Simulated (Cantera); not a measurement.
Stirred combustor or abatement burner

A perfectly stirred reactor is fed with 5.94 % C₃H₈, 19.8 % O₂, 74.3 % N₂, at 5.00 bar; it is adiabatic with a 323 K inlet, and is followed from long to short residence time, starting on the burning branch (τ in s: 0.34, 0.11, 0.036, 0.012, 0.0038, 0.0012, 0.0004, 0.00013, 4.2e-05).

Computed with Cantera and GRI-Mech 3.0 (53 species, 325 reactions). GRI-Mech 3.0 was tuned for natural gas; its chemistry of propane as a main component is partial and can be far from experiment.

```tsv
τ (s)	T (K)	x C₃H₈	x O₂	x CO	x N₂O	x O	x CH₂O	x H
0.34	1993	1.17e-7	3.18e-5	0.104	2.67e-9	1.41e-7	7.13e-7	0.000219
0.11	1995	3.49e-7	9.06e-5	0.102	5.19e-9	2.18e-7	1.84e-6	0.000236
0.036	1997	1.01e-6	0.000243	0.0993	8.53e-9	4.17e-7	4.35e-6	0.000266
0.012	1998	2.83e-6	0.000596	0.0957	1.25e-8	9.24e-7	9.45e-6	0.000318
0.0038	1992	8.17e-6	0.00141	0.0923	1.80e-8	2.34e-6	2.00e-5	0.000413
0.0012	1972	2.38e-5	0.00318	0.0904	2.41e-8	6.21e-6	4.08e-5	0.000557
0.00040	1925	7.22e-5	0.00721	0.0905	2.92e-8	1.56e-5	8.40e-5	0.000697
0.00013	323	0.0594	0.198	<1e-12	<1e-12	<1e-12	<1e-12	<1e-12
4.2e-5	323	0.0594	0.198	<1e-12	<1e-12	<1e-12	<1e-12	<1e-12
```
x: mole fraction; the columns are a selection and need not sum to one.
